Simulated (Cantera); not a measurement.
A counterflow diffusion flame at 1.00 atm, nozzles 20 mm apart: fuel side 76.9 % CH3OH, 23.1 % N2 at 448 K, oxidiser side 27.0 % O2, 73.0 % N2 at 775 K, fuel mass flux 1.6 times the oxidiser's; mixture-averaged transport, no radiation.

Computed with Cantera and GRI-Mech 3.0 (53 species, 325 reactions). GRI-Mech 3.0 was tuned for natural gas; its chemistry of methanol as a main component is partial and can be far from experiment. GRI-Mech 3.0 has no aromatics or soot, which form on the fuel side of real flames. The maximum strain rate includes the flame's own expansion and is several times the mean.

x: mole fraction; the columns are a selection and need not sum to one.

| oxidiser flux (kg/m²/s) | max strain (1/s) | mean strain (1/s) | T max (K) | peak x OH | peak x H | peak x NO | peak x CO | peak x C2H2 |
|---|---|---|---|---|---|---|---|---|
| 0.25 | 230 | 51.0 | 2387 | 0.0168 | 0.00849 | 0.000489 | 0.202 | 0.000154 |
| 0.41 | (withheld) | 83.6 | 2331 | 0.0172 | (withheld) | (withheld) | 0.199 | (withheld) |
| 0.66 | 552 | 135 | 2265 | 0.0173 | 0.0112 | 0.000171 | 0.196 | 0.000287 |
| 1.1 | 879 | 224 | 2187 | 0.0171 | 0.0127 | 9.93e-5 | 0.192 | 0.000381 |
| 1.7 | (withheld) | 347 | 2124 | 0.0168 | (withheld) | (withheld) | 0.188 | (withheld) |
| 2.8 | 2090 | 571 | 2050 | 0.0162 | 0.0154 | 4.80e-5 | 0.184 | 0.000553 |
| 4.5 | 3250 | 917 | 1976 | 0.0152 | 0.0162 | 3.46e-5 | 0.178 | 0.000582 |

**Question.** What belongs in the gaps?

**Answer.** 
- 0.41, max strain (1/s): 359
- 0.41, peak x H: 0.00983
- 0.41, peak x NO: 0.000293
- 0.41, peak x C2H2: 0.000214
- 1.7, max strain (1/s): 1310
- 1.7, peak x H: 0.0140
- 1.7, peak x NO: 6.88e-5
- 1.7, peak x C2H2: 0.000468
